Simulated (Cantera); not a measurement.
Feed: 1 mol SiH4, 0.6 mol N2, 0.0017 mol H2O, held at 13.0 Pa.

Method: chemical equilibrium by Gibbs-energy minimisation in Cantera with the NASA 1993 tables (ideal gas, pure condensed phases). Candidate condensed phases: H2O, Si, SiO2, Si2N2O, Si3N4; 35 gas species. N2 is the only nitrogen source here; it is nearly inert below about 1500 K, so the nitride shown seldom forms there in practice. Mutual solubility and eutectic melting of coexisting phases are not modelled. Equilibrium is a limit: real reactors are often held back by kinetics, nucleation or transport.

x: gas mole fraction; n: condensed amount in mol.

| T (°C) | x H2 | x N2 | x H | x SiO | x Si | n Si(s) | n Si2N2O(s) | n Si3N4(s) |
|---|---|---|---|---|---|---|---|---|
| 577 | 1.00 | 4.53e-11 | 1.80e-9 | <1e-12 | <1e-12 | 0.0992 | 0.00170 | 0.299 |
| 627 | 1.00 | 8.55e-10 | 1.03e-8 | <1e-12 | <1e-12 | 0.0992 | 0.00170 | 0.299 |
| 677 | 1.00 | 1.18e-8 | 4.88e-8 | (withheld) | <1e-12 | 0.0992 | 0.00170 | 0.299 |
| 727 | 1.00 | 1.26e-7 | 1.99e-7 | (withheld) | 1.36e-12 | 0.0992 | 0.00170 | 0.299 |
| 777 | 1.000 | 1.06e-6 | 7.11e-7 | (withheld) | 1.77e-11 | 0.0992 | 0.00170 | 0.299 |
| 827 | 1.000 | 7.40e-6 | 2.27e-6 | (withheld) | 1.82e-10 | 0.0992 | 0.00170 | 0.299 |
| 877 | 1.000 | 4.34e-5 | 6.54e-6 | (withheld) | 1.52e-9 | 0.0993 | 0.00170 | 0.299 |
| 927 | 1.000 | 0.000219 | 1.73e-5 | (withheld) | 1.07e-8 | 0.0998 | 0.00170 | 0.299 |
| 977 | 0.999 | 0.000971 | 4.24e-5 | (withheld) | 6.39e-8 | 0.102 | 0.00169 | 0.298 |
| 1027 | 0.996 | 0.00383 | 9.68e-5 | (withheld) | 3.33e-7 | 0.111 | 0.00165 | 0.295 |
| 1077 | 0.986 | 0.0136 | 0.000208 | (withheld) | 1.53e-6 | 0.140 | 0.00147 | 0.285 |
| 1127 | 0.955 | 0.0441 | 0.000417 | (withheld) | 6.33e-6 | 0.237 | 0.000673 | 0.253 |
| 1177 | 0.867 | 0.132 | 0.000772 | (withheld) | 2.37e-5 | 0.554 | 0 | 0.148 |
| 1227 | 0.768 | 0.230 | 0.00135 | (withheld) | 8.10e-5 | 0.998 | 0 | 0 |

Problem. Complete the blanks.

Solution. 
- 677, x SiO: 3.61e-12
- 727, x SiO: 6.76e-11
- 777, x SiO: 9.54e-10
- 827, x SiO: 1.05e-8
- 877, x SiO: 9.41e-8
- 927, x SiO: 6.97e-7
- 977, x SiO: 4.39e-6
- 1027, x SiO: 2.39e-5
- 1077, x SiO: 0.000115
- 1127, x SiO: 0.000490
- 1177, x SiO: 0.000737
- 1227, x SiO: 0.000652
